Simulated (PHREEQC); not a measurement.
Alkaline etch or developer: an equilibrium model

A solution holds 0.25 mol NaOH, 4.8e-06 mol H4SiO4 and 0.00023 mol (CH3)4NCl per kg of water, at 25 °C. Closed to the air; pH follows from the charge balance.

Computed with PHREEQC (ion-association model, wateq4f.dat).

This is a speciation only: nothing precipitates in the calculation.

What pH, activity of water does the model give?

pH 13.24; activity of water 0.991.

In which forms is Si present?

H2SiO4-2 74 %, H3SiO4- 26 % of the Si.

Complexes and solids missing from the database can't appear. (CH3)4N+ isn't in the database: it is added as a free cation with an ion size of 4 Å.
